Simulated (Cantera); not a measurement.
An adiabatic, constant-pressure homogeneous reactor starts with CH₄ : O₂ : N₂ : H₂O = 1 : 3.92 : 29.8 : 3.7 (molar parts), equivalence ratio 0.51, at 1000 K and 2400000 Pa. Integrator tolerance rtol = 1e-08.

Detailed kinetics in Cantera: GRI-Mech 3.0 (53 species, 325 reactions). The pressure lies above the range GRI-Mech 3.0 was tuned for (to about 10 atm).

What does this change do: initial temperature 1000 to 1625 K?


```csv
quantity,before,after
time of steepest temperature rise,58.3 ms,49.4 µs
temperature at 2.00 s,1574 K,2147 K
equilibrium temperature,1572 K,2147 K
x(CH₄) at 2.00 s,<1e-12 (gas-phase equilibrium <1e-12),<1e-12 (gas-phase equilibrium <1e-12)
x(O₂) at 2.00 s,0.0500 (gas-phase equilibrium 0.0495),0.0470 (gas-phase equilibrium 0.0470)
x(H₂O) at 2.00 s,0.148 (gas-phase equilibrium 0.148),0.147 (gas-phase equilibrium 0.147)
x(H₂) at 2.00 s,6.64e-7 (gas-phase equilibrium 6.51e-7),0.000113 (gas-phase equilibrium 0.000113)
x(CO₂) at 2.00 s,0.0260 (gas-phase equilibrium 0.0260),0.0259 (gas-phase equilibrium 0.0259)
```

What does this change do: O2 3.92 to 1.7 parts?


```csv
quantity,before,after
time of steepest temperature rise,58.3 ms,0.127 s
temperature at 2.00 s,1574 K,1495 K
equilibrium temperature,1572 K,1494 K
x(CH₄) at 2.00 s,<1e-12 (gas-phase equilibrium <1e-12),0.000106 (gas-phase equilibrium 1.41e-10)
x(O₂) at 2.00 s,0.0500 (gas-phase equilibrium 0.0495),1.96e-11 (gas-phase equilibrium 1.95e-11)
x(H₂O) at 2.00 s,0.148 (gas-phase equilibrium 0.148),0.145 (gas-phase equilibrium 0.144)
x(H₂) at 2.00 s,6.64e-7 (gas-phase equilibrium 6.51e-7),0.0114 (gas-phase equilibrium 0.0117)
x(CO₂) at 2.00 s,0.0260 (gas-phase equilibrium 0.0260),0.0227 (gas-phase equilibrium 0.0227)
```
